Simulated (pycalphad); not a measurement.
## Effect of Al content in Si-Al

All values are pycalphad results on the COST 507 light-alloy database (1999) (1 atm), not direct measurements. The data set is of 1999 and partly superseded. Phase fractions are per mole of atoms.

```
alloy              liquidus (K)   first solid  solidus (K)                phases at 1050 K
-----------------  ------------  ------------  -----------  ------------------------------
Si-19.23Al (at.%)          1586  diamond (Si)          850  diamond (Si) 0.74, liquid 0.26
Si-57.67Al (at.%)          1253  diamond (Si)          850  liquid 0.78, diamond (Si) 0.22
Si-76.9Al (at.%)           1014  diamond (Si)          850                     liquid 1.00
```
